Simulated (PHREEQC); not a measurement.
Dissolve 3.8 mol CaCl2, 0.5 mol KCl and 0.00021 mol H4SiO4 per kg of water at 5 °C. Closed to the air; pH follows from the charge balance.

Computed with PHREEQC (Pitzer model, pitzer.dat).

Precipitation was switched off in this run.

### Question
Predict the pH.

### Answer
pH 5.09.

Examples of supersaturated solids here: SiO2(a). Others may be too. Complexes and solids missing from the database can't appear. In brines, pH and single-ion activities rest on the MacInnes convention. Away from 25 °C the constants follow the database's enthalpies or fits; those with neither stay at their 25 °C values.
